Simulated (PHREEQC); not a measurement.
Make-up at 80 °C: 0.046 mol HF, 5.7e-05 mol (CH3)4NF and 3.4e-05 mol HCl per kg of water. It is in equilibrium with CO2 at log p = -2 (atm). Otherwise closed; pH follows from the charge balance.

Equilibrium calculation in PHREEQC: ion-association model, phreeqc.dat.

No solid was allowed to form.

Q: Estimate the pH, ionic strength.

A: pH 2.48; ionic strength 0.00363 mol/kgw.

Q: In which forms is F present?

A: HF 91 %, F- 6.6 %, HF2- 2.4 % of the F.

(CH3)4N+ isn't in the database: it is added as a free cation with an ion size of 4 Å. Away from 25 °C the constants follow the database's enthalpies or fits; those with neither stay at their 25 °C values.
